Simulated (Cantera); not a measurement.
An isothermal, constant-pressure homogeneous reactor starts with H2 : O2 = 0.0076 : 1 (molar parts), equivalence ratio 0.0038, at 1250 K and 1330 Pa.

Detailed kinetics in Cantera: GRI-Mech 3.0 (53 species, 325 reactions). Radical loss at walls, strong at low pressure, is not modelled.

x: mole fraction; the columns are a selection and need not sum to one.

```tsv
t (s)	x H2	x O2	x HO2	x OH	x H2O2	x O
6.00e-5	0.00754	0.992	1.02e-9	5.36e-10	<1e-12	5.49e-10
0.000183	0.00754	0.992	3.13e-9	2.62e-9	<1e-12	2.83e-9
0.000561	0.00754	0.992	[?]	[?]	2.44e-12	[?]
0.00171	0.00754	0.992	2.95e-8	1.31e-7	2.17e-11	1.75e-7
0.00524	0.00744	0.992	2.24e-7	5.25e-5	3.22e-10	7.20e-5
0.0160	3.04e-5	0.985	5.82e-7	0.000722	1.37e-8	0.00651
0.0490	2.16e-5	0.986	5.36e-7	0.000658	1.24e-8	0.00587
0.150	[?]	0.988	[?]	[?]	1.18e-8	[?]
0.458	7.96e-6	0.990	3.21e-7	0.000401	1.00e-8	0.00211
1.40	2.17e-6	0.992	1.51e-7	0.000210	6.22e-9	0.000568
4.28	3.79e-7	0.992	4.66e-8	8.80e-5	2.34e-9	9.89e-5
13.1	6.04e-8	0.992	1.19e-8	3.52e-5	5.85e-10	1.58e-5
40.0	1.14e-8	0.992	5.34e-9	1.53e-5	1.36e-10	2.98e-6
```

Task: What belongs in the gaps?

Result: 
- 0.000561, x HO2: 9.58e-9
- 0.000561, x OH: 1.22e-8
- 0.000561, x O: 1.48e-8
- 0.150, x H2: 1.61e-5
- 0.150, x HO2: 4.64e-7
- 0.150, x OH: 0.000570
- 0.150, x O: 0.00434
